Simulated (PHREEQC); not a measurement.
PHREEQC input (ion-association model, wateq4f.dat):

```
SOLUTION_MASTER_SPECIES
  An  An-  0  An  62.0  # stands for a non-complexing anion
SOLUTION_SPECIES
  An- = An-
    -log_k 0
    -gamma 3.0 0
PHASES
  Fix_H+
    H+ = H+
    -log_k 0
SOLUTION 1
  temp 25
  units mmol/kgw
  pH 7 charge
  S(6) 2.3
  Zn 2.3
  Na 1
  An 1
END
SELECTED_OUTPUT 1
  -reset false
  -pH true
  -pe true
  -ionic_strength true
  -water true
  -totals Na S Zn S(-2) S(6)
  -molalities Hfo_wOH Hfo_wOH2+ Hfo_wO- Hfo_sOH Hfo_sOH2+ Hfo_sO- Hfo_wSO4- Hfo_wOHSO4-2 Hfo_sOZn+ Hfo_wOZn+
  -saturation_indices Zn(OH)2-e Zn4(OH)6SO4 Mirabilite Goslarite
USER_PUNCH 1
  -headings sigma psi
  10 PUNCH EDL("sigma", "Hfo"), EDL("psi", "Hfo")
PRINT
  -reset false
USE solution 1
SURFACE 1
  Hfo_wOH 0.00404494 600 1.8
  Hfo_sOH 0.000101124
EQUILIBRIUM_PHASES 1
  Fix_H+ -4 HAn 10
    -force_equality true
  O2(g) -0.68 10
END
# ... the last block is repeated for the other 12 points of pH, with NaOH or the acid as the point needs
```

Selected output (columns that matter, 13 of 13 rows; pH added in front):

```
pH	mu	Na	S	Zn	m_Hfo_wOH	m_Hfo_wOH2+	m_Hfo_wO-	m_Hfo_sOH	si_Zn(OH)2-e	si_Zn4(OH)6SO4	si_Mirabilite	si_Goslarite	sigma	psi
4	0.0082422	0.00099997	0.00044371	0.0022926	3.6793e-05	0.0021516	1.4414e-08	1.5805e-06	-6.3138	-19.27	-8.584	-4.4689	0.029829	0.090095
4.5	0.0080641	0.00099997	0.00051205	0.0022559	0.00010277	0.0021524	1.124e-07	2.6781e-06	-5.3222	-16.237	-8.5166	-4.4105	0.027611	0.086896
5	0.0078847	0.00099998	0.00065217	0.0021961	0.00025656	0.0021236	7.101e-07	1.4542e-06	-4.338	-13.19	-8.4064	-4.3166	0.024208	0.081169
5.5	0.0075458	0.00099998	0.0008746	0.0020644	0.00054784	0.0019317	3.5592e-06	4.174e-07	-3.3713	-10.187	-8.2694	-4.2138	0.02009	0.073514
6	0.0061382	0.00099999	0.0011169	0.0015285	0.00089042	0.0012866	1.4118e-05	1.4009e-07	-2.503	-7.5752	-8.1245	-4.2067	0.015632	0.066856
6.5	0.0051116	0.0018245	0.0012765	0.00078999	0.0010388	0.00052668	4.694e-05	7.7978e-08	-1.7927	-5.6356	-7.4985	-4.3977	0.013423	0.064184
7	0.0051373	0.0028608	0.0013634	0.00035893	0.00097336	0.00015466	0.00014034	5.5975e-08	-1.1447	-3.9964	-7.0615	-4.7027	0.013528	0.064415
7.5	0.0053523	0.0034476	0.0014683	0.00016893	0.00077806	3.7747e-05	0.00036741	4.0561e-08	-0.4895	-2.3377	-6.863	-5.0095	0.014096	0.065316
8	0.0059008	0.0039951	0.0016678	9.6727e-05	0.00051816	7.8399e-06	0.00078454	2.6083e-08	0.2082	-0.4942	-6.6861	-5.2593	0.014921	0.065672
8.5	0.0066698	0.004586	0.0019342	9.7885e-05	0.00027857	1.3694e-06	0.0012982	1.4028e-08	0.9658	1.5934	-6.5136	-5.4443	0.015614	0.064977
9	0.0073927	0.0051613	0.0021766	0.00017161	0.00016277	3.5063e-07	0.0017311	8.4934e-09	1.5419	2.9431	-6.3701	-5.8232	0.013498	0.056597
9.5	0.0077501	0.0054982	0.0022801	0.00024034	0.00013185	2.059e-07	0.0019343	7.1206e-09	1.7581	2.8251	-6.2999	-6.5898	0.0076627	0.035283
10	0.0079141	0.005692	0.0022976	0.00027789	0.00012287	1.7306e-07	0.0019984	6.7645e-09	1.8252	2.095	-6.2689	-7.521	0.0017047	0.0083557
```

Along this series the solution becomes supersaturated in solids that the run did not let form, among them Zn(OH)2-e, Zn4(OH)6SO4. Complexes and solids missing from the database can't appear.
